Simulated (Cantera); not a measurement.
A closed system holds: 1 mol Si, 0.2 mol H₂O, 0.18 mol N₂, equilibrated at 850 K and 13.3 mbar.

These are equilibrium values from Cantera (NASA tables, ideal gas, pure condensed phases), not measurements of a reactor. Candidate condensed phases: H₂O, Si, SiO₂, Si₂N₂O, Si₃N₄; 35 gas species. N₂ is the only nitrogen source here; it is nearly inert below about 1500 K, so the nitride shown seldom forms there in practice. The numbers say what is thermodynamically allowed, not how fast it happens.

Q: What is the equilibrium state?

A: 
| Quantity | Result |
|---|---|
| x(H₂) | 1.00 |
| n(Si(s)) | 0.630 mol |
| n(SiO₂(β-quartz)) | 0.0100 mol |
| n(Si₂N₂O(s)) | 0.180 mol |
| gas amount | 0.2000 mol |
